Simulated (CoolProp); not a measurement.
Properties of trans-2-butene along the isobar 0.978 MPa.

Values from CoolProp's reference Helmholtz-energy equation of state, Lemmon 2005. It is a short technical equation, of lower accuracy than the large ones.

| T (°C) | phase | cp (kJ/(kg K)) | cv (kJ/(kg K)) | isothermal compressibility (1/MPa) |
|---|---|---|---|---|
| 105.75 | gas | 2.088 | 1.793 | 1.221 |
| 118.95 | gas | 2.095 | 1.826 | 1.188 |
| 132.25 | gas | … | … | … |
| 145.55 | gas | 2.136 | 1.902 | … |
| 158.85 | gas | 2.165 | … | 1.128 |
| 172.15 | gas | 2.197 | 1.983 | 1.115 |
| 185.45 | gas | 2.231 | 2.025 | 1.104 |
| 198.75 | gas | … | 2.067 | 1.095 |
| 211.95 | gas | 2.303 | 2.108 | … |
| 225.25 | gas | 2.340 | 2.149 | 1.081 |
| 238.55 | gas | 2.378 | 2.190 | 1.075 |
| 251.85 | gas | 2.415 | 2.231 | 1.070 |

Task: Fill in the missing entries.

Result: 
- 132.25, cp (kJ/(kg K)): 2.112
- 132.25, cv (kJ/(kg K)): 1.863
- 132.25, isothermal compressibility (1/MPa): 1.163
- 145.55, isothermal compressibility (1/MPa): 1.143
- 158.85, cv (kJ/(kg K)): 1.942
- 198.75, cp (kJ/(kg K)): 2.267
- 211.95, isothermal compressibility (1/MPa): 1.087
